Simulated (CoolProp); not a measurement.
Vapour-liquid equilibrium of carbon dioxide (1) + R124 (2) at 257.1 K; x and y are mole fractions of (1).

Computed with CoolProp (multi-fluid Helmholtz-energy mixture model, Span 1996 and de Vries 1995; pair parameters Bell 2016).

| x | bubble pressure (MPa) | y at the bubble point | dew pressure at overall composition x (MPa) | liquid density (mol/L) |
|---|---|---|---|---|
| 0.05 | 0.1855 | 0.548 | 0.08958 | 11.22 |
| 0.125 | 0.3277 | 0.753 | 0.09721 | 11.75 |
| 0.2 | 0.4639 | 0.832 | 0.1062 | 12.32 |
| 0.275 | 0.5980 | 0.876 | 0.1170 | 12.94 |
| 0.35 | 0.7331 | 0.905 | 0.1303 | 13.62 |
| 0.425 | 0.8719 | 0.925 | 0.1468 | 14.35 |
| 0.5 | 1.017 | 0.941 | 0.1681 | 15.15 |
| 0.575 | 1.169 | 0.954 | 0.1966 | 16.03 |
| 0.65 | 1.331 | 0.965 | 0.2366 | 17.00 |
| 0.725 | 1.503 | 0.974 | 0.2968 | 18.07 |
| 0.8 | 1.685 | 0.982 | 0.3968 | 19.24 |
| 0.875 | 1.879 | 0.990 | 0.5934 | 20.55 |
| 0.95 | 2.081 | 0.996 | 1.116 | 21.98 |

No azeotrope shows between x = 0.05 and 0.95.

Pair parameters are fitted to limited data, so mixtures are less certain than the pure fluids.
